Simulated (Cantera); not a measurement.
Input (Python, Cantera) and output of one run.

```python
import numpy as np
import cantera as ct

gas_names = """
    O2 F2
""".split()
cond_names = """
    Ca(b) CaF2(a) CaO(s)
""".split()


# ... load() reads the species with a 1 bar reference pressure and builds the phases ...
species = {s.name: s for s in load("nasa_gas.yaml", gas_names) + load("nasa_condensed.yaml", cond_names)}
T = 900
g = {n: (s.thermo.h(T) - T * s.thermo.s(T)) / (ct.gas_constant * T * np.log(10)) for n, s in species.items()}
valid = cond_names  # the entries whose range holds T


def stable(la, lb):
    # potentials (over RT ln 10) of the two non-metals from log10 p(O2) and log10 p(F2) in bar
    mu = {}
    mu["O"] = (g["O2"] + la) / 2
    mu["F"] = (g["F2"] + lb) / 2
    cost = {}
    for n in valid:
        c = species[n].composition
        cost[n] = (g[n] - sum(c.get(e, 0) * m for e, m in mu.items())) / c["Ca"]
    return min(cost, key=cost.get)


results = []
for lb in [0, -3.2, -6.5, -9.8, -13, -16.2, -19.5, -22.8, -26, -29.2, -32.5, -35.8, -39]:
    row = [stable(la, lb) for la in [-40, -37.1, -34.1, -31.2, -28.3, -25.4, -22.4, -19.5, -16.6, -13.6, -10.7, -7.8, -4.9, -1.9, 1]]
    results.append(row)
    print(f"{lb:6.1f}  " + " ".join(f"{valid.index(n):x}" for n in row))
print("key: " + ", ".join(f"{i:x} {n}" for i, n in enumerate(valid)))
```

Output:

```
   0.0  1 1 1 1 1 1 1 1 1 1 1 1 1 1 1
  -3.2  1 1 1 1 1 1 1 1 1 1 1 1 1 1 1
  -6.5  1 1 1 1 1 1 1 1 1 1 1 1 1 1 1
  -9.8  1 1 1 1 1 1 1 1 1 1 1 1 1 1 1
 -13.0  1 1 1 1 1 1 1 1 1 1 1 1 1 1 1
 -16.2  1 1 1 1 1 1 1 1 1 1 1 1 1 1 1
 -19.5  1 1 1 1 1 1 1 1 1 1 1 1 1 1 1
 -22.8  1 1 1 1 1 1 1 1 1 1 1 1 1 1 1
 -26.0  1 1 1 1 1 1 1 1 1 1 1 1 1 1 1
 -29.2  1 1 1 1 1 1 1 1 1 1 1 1 1 1 1
 -32.5  1 1 1 1 1 1 1 1 1 1 1 1 1 2 2
 -35.8  1 1 1 1 1 1 1 1 1 1 1 2 2 2 2
 -39.0  1 1 1 1 1 1 1 1 1 2 2 2 2 2 2
key: 0 Ca(b), 1 CaF2(a), 2 CaO(s)
```

Cantera with NASA thermochemical tables; ideal gases at 1 bar, condensed phases pure. Not in the tables: oxide halides.
